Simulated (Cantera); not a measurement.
A Cantera script and what it prints.

```python
import numpy as np
import cantera as ct

gas_names = """
    NbO2 N2 NO
""".split()
cond_names = """
    Nb(cr) Nb(L)
""".split()


# ... load() reads the species with a 1 bar reference pressure and builds the phases ...
species = {s.name: s for s in load("nasa_gas.yaml", gas_names) + load("nasa_condensed.yaml", cond_names)}
# Each term lists the table entries of one substance; the one whose range holds T is used.
reactions = {
    'NbO2(g) + N2(g) = 2 NO(g) + Nb':
        [(-1, ['NbO2']), (-1, ['N2']), (2, ['NO']), (1, ['Nb(cr)', 'Nb(L)'])],
}


def pick(names, T):
    return next(species[n] for n in names if species[n].thermo.min_temp <= T <= species[n].thermo.max_temp)


results = []
for label, terms in reactions.items():
    print(label)
    print("     T/K   dH/kJ  dS/(J/K)   dG/kJ   log10 K")
    for T in [548, 748, 948, 1148, 1348, 1548, 1748, 1948, 2148, 2348, 2548]:
        used = [(nu, pick(names, T)) for nu, names in terms]
        dH = sum(nu * s.thermo.h(T) for nu, s in used) / 1e6
        dS = sum(nu * s.thermo.s(T) for nu, s in used) / 1e3
        dG = dH - T * dS / 1e3
        logK = -dG * 1e6 / (ct.gas_constant * T * np.log(10))
        results.append((label, T, dH, dS, dG, logK, [s.name for _, s in used]))
        print(f"{T:8g} {dH:8.1f} {dS:8.1f} {dG:8.1f} {logK:8.2f}")
```

It prints:

```
NbO2(g) + N2(g) = 2 NO(g) + Nb
     T/K   dH/kJ  dS/(J/K)   dG/kJ   log10 K
     548    384.6     -1.3    385.4   -36.73
     748    385.9      0.7    385.4   -26.91
     948    387.3      2.4    385.1   -21.22
    1148    388.9      3.8    384.5   -17.49
    1348    390.6      5.2    383.6   -14.86
    1548    392.5      6.5    382.4   -12.90
    1748    394.6      7.8    380.9   -11.38
    1948    397.0      9.1    379.3   -10.17
    2148    399.8     10.5    377.3    -9.17
    2348    402.9     11.8    375.1    -8.34
    2548    406.5     13.3    372.6    -7.64
```

Source: NASA polynomial tables (part measured, part estimated), evaluated in Cantera. Condensed species are held in their standard states even where they would react or evaporate.
